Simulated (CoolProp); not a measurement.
Computed with CoolProp (reference Helmholtz-energy equation of state, Lemmon 2006). It is a short technical equation, of lower accuracy than the large ones.

For carbon monoxide, give the phase and the cv (kJ/(kg K)), speed of sound (m/s), Joule-Thomson coefficient (K/MPa) at 287.6 K and 3610 kPa.


- 287.6 K and 3610 kPa: supercritical; cv 0.753, speed of sound 352, Joule-Thomson coefficient 2.36
